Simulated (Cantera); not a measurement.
Input: 1 mol trisilylamine, 0.11 mol NH₃, 30 mol H₂.

Equilibrium computed with Cantera from the NASA thermochemical tables; the gas is ideal and each condensed phase is pure. Candidate condensed phases: Si, Si₃N₄; 18 gas species. The feed counts by its element totals alone. Mutual solubility and eutectic melting of coexisting phases are not modelled. The numbers say what is thermodynamically allowed, not how fast it happens.

Stable condensed phases, one row left out:

```
T in K \ P in Pa
              5     17     59    210    710   2400   8400  29000 100000
   2050       A      A      A      B      B      B      B      B      B
   1950       A      A      B      B      B      B      B      B      B
   1850       A      B      B      B      B      B      B      B      B
   1750       B      B      B      B      B      B      B      C      C
   1650       B      B      B      B      B      B      C      C      C
   1550       B      B      B      B      B      C      C      C      C
   1450       B      B      B      C      C      C      C      C      C
   1250       C      C      C      C      C      C      C      C      C
   1150       C      C      C      C      C      C      C      C      C
   1050       C      C      C      C      C      C      C      C      C
    950       C      C      C      C      C      C      C      C      C
    850       C      C      C      C      C      C      C      C      C
```

A: gas only; B: Si; C: Si + Si₃N₄.

Give the row for 1350 K.

5: Si; 17: Si + Si₃N₄; 59: Si + Si₃N₄; 210: Si + Si₃N₄; 710: Si + Si₃N₄; 2400: Si + Si₃N₄; 8400: Si + Si₃N₄; 29000: Si + Si₃N₄; 100000: Si + Si₃N₄.
